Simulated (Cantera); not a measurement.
## Adiabatic ignition

An adiabatic, constant-volume homogeneous reactor starts with CH3OH : O2 : N2 = 1 : 2.21 : 8.29 (molar parts), equivalence ratio 0.68, at 1175 K and 1.70 bar.

Cantera simulation using GRI-Mech 3.0 (53 species, 325 reactions); the numbers are that mechanism's predictions, not measurements. GRI-Mech 3.0 was tuned for natural gas; its chemistry of methanol as a main component is partial and can be far from experiment.

```tsv
t (s)	T (K)	P (bar)	x CH3OH	x O2	x HO2	x H	x OH
3.00e-6	1175	1.70	0.0870	0.192	9.23e-9	1.99e-10	1.91e-10
8.66e-6	1175	1.70	0.0870	0.192	2.95e-8	2.03e-10	1.92e-10
2.50e-5	1175	1.70	0.0870	0.192	9.35e-8	2.12e-10	1.95e-10
7.21e-5	1175	1.70	0.0870	0.192	3.00e-7	2.22e-10	1.98e-10
0.000208	1175	1.70	0.0870	0.192	9.25e-7	2.31e-10	2.02e-10
0.000600	1175	1.70	0.0870	0.192	2.70e-6	2.63e-10	2.40e-10
0.00173	1175	1.70	0.0869	0.192	7.57e-6	4.85e-10	6.32e-10
0.00500	1175	1.70	0.0868	0.192	2.61e-5	3.15e-9	6.05e-9
0.0144	2660	4.08	<1e-12	0.0546	1.35e-5	0.00154	0.0144
0.0416	2659	4.07	<1e-12	0.0543	1.34e-5	0.00153	0.0143
0.120	2659	4.07	<1e-12	0.0543	1.34e-5	0.00153	0.0143
0.347	2659	4.07	<1e-12	0.0543	1.34e-5	0.00153	0.0143
1.00	2659	4.07	<1e-12	0.0543	1.34e-5	0.00153	0.0143
```
x: mole fraction; the columns are a selection and need not sum to one.

```
Quantity                                                             Value
---------------------------------  ---------------------------------------
time of steepest temperature rise                                  9.76 ms
temperature at 1.00 s                                               2659 K
equilibrium temperature                                             2659 K
x(CH3OH) at 1.00 s                   <1e-12 (gas-phase equilibrium <1e-12)
x(O2) at 1.00 s                      0.0543 (gas-phase equilibrium 0.0543)
x(HO2) at 1.00 s                   1.34e-5 (gas-phase equilibrium 1.34e-5)
```
